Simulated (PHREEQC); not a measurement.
1 kg of water holding 0.2 mol KCl, 0.036 mol KHCO3 and 0.066 mol K2CO3 is evaporated at 15 °C; the solids stay in contact with the brine. CO2 is held at log p = -3.4 (atm). Solids allowed: Kalicinite, Sylvite. Others were left out.

Computed with PHREEQC (Pitzer model, pitzer.dat).

Question: Predict ionic strength, water activity, Sylvite (mol) at water left (kg) = 0.6753, 0.0358, 0.02421.

Answer: 
| water left (kg) | ionic strength | water activity | Sylvite (mol) |
|---|---|---|---|
| 0.6753 | 0.628 | 0.984 | 0 |
| 0.0358 | 9.26 | 0.797 | 0.111 |
| 0.02421 | 11.8 | 0.753 | 0.156 |
